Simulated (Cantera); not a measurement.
Input: 1 mol Si, 0.043 mol CO₂, 44 mol H₂, equilibrated at 13.3 mbar.

These are equilibrium values from Cantera (NASA tables, ideal gas, pure condensed phases), not measurements of a reactor. Candidate condensed phases: C, C₆H₆, C₇H₈, C₈H₁₈, H₂O, Si, SiC, SiO₂; 123 gas species. Mutual solubility and eutectic melting of coexisting phases are not modelled. Gases not in the tables: Si₂H₆ and higher silanes. Equilibrium is a limit: real reactors are often held back by kinetics, nucleation or transport.

Over these rows the condensed part is Si(l) + SiC(s). Partial pressures as log10 of bar:

```json
[
 {"T (K)": "1775", "1000/T (1/K)": "0.5634", "log p Si": "-5.66", "log p H₂": "-1.88"},
 {"T (K)": "1825", "1000/T (1/K)": "0.5479", "log p Si": "-5.34", "log p H₂": "-1.88"},
 {"T (K)": "1875", "1000/T (1/K)": "0.5333", "log p Si": "-5.04", "log p H₂": "-1.88"},
 {"T (K)": "1925", "1000/T (1/K)": "0.5195", "log p Si": "-4.76", "log p H₂": "-1.88"},
 {"T (K)": "1975", "1000/T (1/K)": "0.5063", "log p Si": "-4.49", "log p H₂": "-1.88"},
 {"T (K)": "2025", "1000/T (1/K)": "0.4938", "log p Si": "?", "log p H₂": "-1.89"}
]
```

**Question.** Fit log p(Si) = a + b·(1000/T) to the five rows, give the apparent enthalpy, and predict the row at 2025 K.

**Answer.** Means: 1000/T = 0.5341, log p = -5.058. Sxy = -0.041686, Sxx = 0.0020356, so b = -20.48 and a = -5.058 − (-20.48)×0.5341 = 5.88.
Apparent enthalpy: −19.145 × (-20.48) = 392 kJ/mol. The condensed phases alone fix this pressure, through Si(l) = Si(g), so the slope is that reaction's ΔH° and the other gases don't enter. The five rows lie within 0.01 of the line.
Prediction at 2025 K: 5.88 + (-20.48)×0.4938 = -4.23. The computed value is -4.23, 0.00 from the line.
